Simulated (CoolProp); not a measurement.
Vapour-liquid equilibrium of ethane (1) + propane (2) at 0.171 MPa; x and y are mole fractions of (1).

Computed with CoolProp (multi-fluid Helmholtz-energy mixture model, Bücker 2006 and Lemmon 2009; pair parameters Kunz 2012).

```json
[
 {"x": "0.05", "bubble temperature, mixture model (°C)": "-35.1", "bubble temperature, Raoult's law (°C)": "-35.7", "y, mixture model": "0.232", "y, Raoult's law": "0.261"},
 {"x": "0.2", "bubble temperature, mixture model (°C)": "-48.0", "bubble temperature, Raoult's law (°C)": "-49.4", "y, mixture model": "0.622", "y, Raoult's law": "0.660"},
 {"x": "0.35", "bubble temperature, mixture model (°C)": "-57.0", "bubble temperature, Raoult's law (°C)": "-58.4", "y, mixture model": "0.799", "y, Raoult's law": "0.824"},
 {"x": "0.5", "bubble temperature, mixture model (°C)": "-63.8", "bubble temperature, Raoult's law (°C)": "-65.0", "y, mixture model": "0.891", "y, Raoult's law": "0.905"},
 {"x": "0.65", "bubble temperature, mixture model (°C)": "-69.2", "bubble temperature, Raoult's law (°C)": "-70.0", "y, mixture model": "0.944", "y, Raoult's law": "0.950"},
 {"x": "0.8", "bubble temperature, mixture model (°C)": "-73.6", "bubble temperature, Raoult's law (°C)": "-74.0", "y, mixture model": "0.976", "y, Raoult's law": "0.978"},
 {"x": "0.95", "bubble temperature, mixture model (°C)": "-77.2", "bubble temperature, Raoult's law (°C)": "-77.3", "y, mixture model": "0.995", "y, Raoult's law": "0.995"}
]
```

The largest gap from Raoult's law is +1.4 K in bubble temperature, at x = 0.35. No azeotrope shows between x = 0.05 and 0.95.

The pair parameters rest on a limited set of measurements; away from them the model extrapolates.
